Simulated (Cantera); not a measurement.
Zr + N2O + N2 + O2 (tantalum, niobium, vanadium and zirconium in process gases)

Charge: 1 mol Zr, 0.1 mol N2O, 11 mol N2, 0.017 mol O2, held at 0.760 Pa.

Equilibrium computed with Cantera from the NASA thermochemical tables; the gas is ideal and each condensed phase is pure. Candidate condensed phases: Zr, ZrN, ZrO2; 13 gas species. Mutual solubility and eutectic melting of coexisting phases are not modelled. ZrN: taken at fixed stoichiometry. Condensed phases not in the tables: solid solutions among these carbides, nitrides and lower oxides. The numbers say what is thermodynamically allowed, not how fast it happens.

From 950 K to 1400 K the condensed part is ZrN(s) + ZrO2(monoclinic). From 1550 K to 2000 K the condensed part is ZrN(s) + ZrO2(tetragonal). From 2150 K to 2300 K the condensed part is ZrN(s). At 2450 K nothing is condensed.

```
T (K)  log p N2  log p Zr  log p ZrO  log p ZrO2  log p N  log p O  n ZrN(s)  n ZrO2(monoclinic)  n ZrO2(tetragonal)
-----  --------  --------  ---------  ----------  -------  -------  --------  ------------------  ------------------
950       -5.12      <-17       <-17        <-17     <-17     <-17     0.933              0.0670                   0
1100      -5.12      <-17       <-17        <-17     <-17     <-17     0.933              0.0670                   0
1250      -5.12      <-17       <-17        <-17     <-17     <-17     0.933              0.0670                   0
1400      -5.12      <-17       <-17        <-17   -16.97     <-17     0.933              0.0670                   0
1550      -5.12      <-17     -14.42      -16.38   -15.24   -16.26     0.933                   0              0.0670
1700      -5.12    -15.23     -12.04      -14.06   -13.81   -14.43     0.933                   0              0.0670
1850      -5.12    -12.84     -10.06      -12.12   -12.62   -12.89     0.933                   0              0.0669
2000      -5.12    -10.80      -8.38      -10.48   -11.60   -11.59     0.930                   0              0.0641
2150      -5.12     -9.06      -7.03       -9.25   -10.73   -10.55     0.866                   0                   0
2300      -5.13     -7.54      -7.03      -10.52    -9.97   -10.82     0.825                   0                   0
2450      -5.16     -6.26      -7.07      -11.68    -9.32   -11.05         0                   0                   0
```
log p: log10 of the partial pressure in bar; n: condensed amount in mol.
